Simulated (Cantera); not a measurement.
Input: 1 mol Si₃N₄, 0.061 mol C, 3.5 mol H₂, held at 2448.15 K and 750 Torr.

Cantera equilibrium calculation (NASA polynomials, part measured and part estimated; ideal gas, pure solids and liquids). Candidate condensed phases: C, C₆H₆, C₇H₈, C₈H₁₈, Si, SiC, Si₃N₄; 105 gas species. Mutual solubility and eutectic melting of coexisting phases are not modelled. The tables' values for SiN are old estimates; treat these amounts as uncertain. Gases not in the tables: Si₂H₆ and higher silanes. Equilibrium is a limit: real reactors are often held back by kinetics, nucleation or transport.

Base state: H₂ 0.616, N₂ 0.356, H 0.0156, HCN 0.00614, Si 0.00319, SiH 0.000718, HNC 0.000677, SiH₂ 0.000521 (mole fractions); condensed: Si(l) + SiC(s).

### Question
What changes in the equilibrium state with this change: temperature from 2448.15 K to 2100 K?

### Answer
| species | before | after |
|---|---|---|
| H₂ | 0.616 | 0.634 |
| N₂ | 0.356 | 0.363 |
| H | 0.0156 | 0.00248 |
| Si | 0.00319 | 0.000133 |
| SiC₂ | 3.18e-5 | 5.23e-8 |
| Si₂C | 0.000399 | 5.46e-6 |
| Si₂ | 7.88e-5 | 1.74e-6 |
| C₂H₂ (acetylene) | 0.000239 | 5.56e-6 |
| Si(l), mol | 2.95 | 2.94 |
| SiC(s), mol | 0.0176 | 0.0561 |
